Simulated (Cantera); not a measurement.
A Cantera script and what it prints.

```python
import numpy as np
import cantera as ct

gas_names = [...]  # 109 gases of nasa_gas.yaml made of C, Cl, H, Si
cond_names = """
    C(gr) C6H6(L) C7H8(L) C8H18(L),n-octa Si(cr) Si(L) SiC(b)
""".split()


# ... load() reads the species with a 1 bar reference pressure and builds the phases ...
atoms = {
    'SiCl4': {'Si': 1, 'CL': 4},
    'C2H2': {'C': 2, 'H': 2},
    'H2': {'H': 2},
}
top_T = {'C(gr)': 4500, 'SiC(b)': 3050}  # K; cautious upper limits of use, not melting points


# ... equilibrate(T, P, feed) seeds the gas with the atoms and calls Mixture.equilibrate('TP', solver="vcs", rtol=1e-11, max_steps=5000) ...
results = []
T = 2100  # K
P = 10000  # Pa
for m in [0.022, 0.026, 0.03, 0.035, 0.041, 0.047, 0.055, 0.064, 0.075, 0.087, 0.1, 0.12]:
    feed = {'SiCl4': 1, 'C2H2': m, 'H2': 15}  # mol
    mix = equilibrate(T, P, feed)
    results.append((T, P, feed, dict(zip(mix.species_names, mix.species_moles))))
    x = sorted(zip(gas.X, gas.species_names), reverse=True)
    print(f"T = {T:g} K  P = {P:g} Pa  n(C2H2) = {m:g} mol  gas = {mix.phase_moles(0):.4g} mol")
    print("   x: " + "  ".join(f"{s} {v:.3e}" for v, s in x if v > 0.001))
    print("   condensed (mol): " + ("  ".join(f"{mix.phase(i).name} {mix.phase_moles(i):.4g}"
          for i in range(1, mix.n_phases) if mix.phase_moles(i) > 1e-12) or "none"))
```

Result:

```
T = 2100 K  P = 10000 Pa  n(C2H2) = 0.022 mol  gas = 17.14 mol
   x: H2 8.047e-01  HCL 1.342e-01  SiCL2 4.789e-02  H 8.838e-03  Si 1.334e-03  SiCL 1.185e-03  CL 1.084e-03
   condensed (mol): Si(L) 0.07795  SiC(b) 0.04277
T = 2100 K  P = 10000 Pa  n(C2H2) = 0.026 mol  gas = 17.14 mol
   x: H2 8.047e-01  HCL 1.342e-01  SiCL2 4.787e-02  H 8.839e-03  Si 1.334e-03  SiCL 1.185e-03  CL 1.084e-03
   condensed (mol): Si(L) 0.07003  SiC(b) 0.05077
T = 2100 K  P = 10000 Pa  n(C2H2) = 0.03 mol  gas = 17.15 mol
   x: H2 8.047e-01  HCL 1.341e-01  SiCL2 4.785e-02  H 8.839e-03  Si 1.334e-03  SiCL 1.185e-03  CL 1.084e-03
   condensed (mol): Si(L) 0.06212  SiC(b) 0.05877
T = 2100 K  P = 10000 Pa  n(C2H2) = 0.035 mol  gas = 17.15 mol
   x: H2 8.048e-01  HCL 1.341e-01  SiCL2 4.783e-02  H 8.839e-03  Si 1.334e-03  SiCL 1.185e-03  CL 1.084e-03
   condensed (mol): Si(L) 0.05223  SiC(b) 0.06877
T = 2100 K  P = 10000 Pa  n(C2H2) = 0.041 mol  gas = 17.16 mol
   x: H2 8.049e-01  HCL 1.341e-01  SiCL2 4.781e-02  H 8.839e-03  Si 1.334e-03  SiCL 1.184e-03  CL 1.084e-03
   condensed (mol): Si(L) 0.04036  SiC(b) 0.08077
T = 2100 K  P = 10000 Pa  n(C2H2) = 0.047 mol  gas = 17.16 mol
   x: H2 8.049e-01  HCL 1.340e-01  SiCL2 4.778e-02  H 8.840e-03  Si 1.334e-03  SiCL 1.184e-03  CL 1.083e-03
   condensed (mol): Si(L) 0.02849  SiC(b) 0.09277
T = 2100 K  P = 10000 Pa  n(C2H2) = 0.055 mol  gas = 17.17 mol
   x: H2 8.050e-01  HCL 1.340e-01  SiCL2 4.775e-02  H 8.840e-03  Si 1.334e-03  SiCL 1.184e-03  CL 1.083e-03
   condensed (mol): Si(L) 0.01267  SiC(b) 0.1088
T = 2100 K  P = 10000 Pa  n(C2H2) = 0.064 mol  gas = 17.18 mol
   x: H2 8.048e-01  HCL 1.345e-01  SiCL2 4.745e-02  H 8.839e-03  Si 1.316e-03  SiCL 1.172e-03  CL 1.087e-03
   condensed (mol): SiC(b) 0.1268
T = 2100 K  P = 10000 Pa  n(C2H2) = 0.075 mol  gas = 17.19 mol
   x: H2 8.039e-01  HCL 1.367e-01  SiCL2 4.630e-02  H 8.834e-03  Si 1.241e-03  SiCL 1.124e-03  CL 1.105e-03
   condensed (mol): SiC(b) 0.1488
T = 2100 K  P = 10000 Pa  n(C2H2) = 0.087 mol  gas = 17.2 mol
   x: H2 8.029e-01  HCL 1.391e-01  SiCL2 4.504e-02  H 8.828e-03  Si 1.164e-03  CL 1.126e-03  SiCL 1.074e-03
   condensed (mol): SiC(b) 0.1728
T = 2100 K  P = 10000 Pa  n(C2H2) = 0.1 mol  gas = 17.21 mol
   x: H2 8.018e-01  HCL 1.418e-01  SiCL2 4.366e-02  H 8.822e-03  CL 1.148e-03  Si 1.086e-03  SiCL 1.021e-03
   condensed (mol): SiC(b) 0.1988
T = 2100 K  P = 10000 Pa  n(C2H2) = 0.12 mol  gas = 17.23 mol
   x: H2 8.000e-01  HCL 1.459e-01  SiCL2 4.154e-02  H 8.813e-03  CL 1.182e-03
   condensed (mol): SiC(b) 0.2388
```

Method: chemical equilibrium by Gibbs-energy minimisation in Cantera with the NASA 1993 tables (ideal gas, pure condensed phases). Mutual solubility and eutectic melting of coexisting phases are not modelled. The tables' values for SiCl, SiCl3 are old estimates; treat these amounts as uncertain. Gases not in the tables: Si2H6 and higher silanes.
